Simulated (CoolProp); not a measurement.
Saturation properties of hydrogen chloride (Tc = 51.5 °C, pc = 8314 kPa, ω = 0.130).

Computed with CoolProp (reference Helmholtz-energy equation of state, Thol 2018).

```json
[
 {"T (°C)": "-49.25", "p (kPa)": "542.4", "vapour density (kg/m³)": "11.68", "enthalpy of vaporisation (kJ/kg)": "400.3"},
 {"T (°C)": "-38.05", "p (kPa)": "820.6", "vapour density (kg/m³)": "17.37", "enthalpy of vaporisation (kJ/kg)": "383.9"},
 {"T (°C)": "-26.75", "p (kPa)": "1198", "vapour density (kg/m³)": "25.14", "enthalpy of vaporisation (kJ/kg)": "365.4"},
 {"T (°C)": "-15.55", "p (kPa)": "1686", "vapour density (kg/m³)": "35.44", "enthalpy of vaporisation (kJ/kg)": "344.9"},
 {"T (°C)": "-4.25", "p (kPa)": "2314", "vapour density (kg/m³)": "49.33", "enthalpy of vaporisation (kJ/kg)": "321.3"},
 {"T (°C)": "7.05", "p (kPa)": "3099", "vapour density (kg/m³)": "68.07", "enthalpy of vaporisation (kJ/kg)": "293.9"},
 {"T (°C)": "18.25", "p (kPa)": "4059", "vapour density (kg/m³)": "93.78", "enthalpy of vaporisation (kJ/kg)": "261.3"},
 {"T (°C)": "29.55", "p (kPa)": "5240", "vapour density (kg/m³)": "131.7", "enthalpy of vaporisation (kJ/kg)": "219.7"}
]
```

It boils at -85.0 °C under 1 atm.
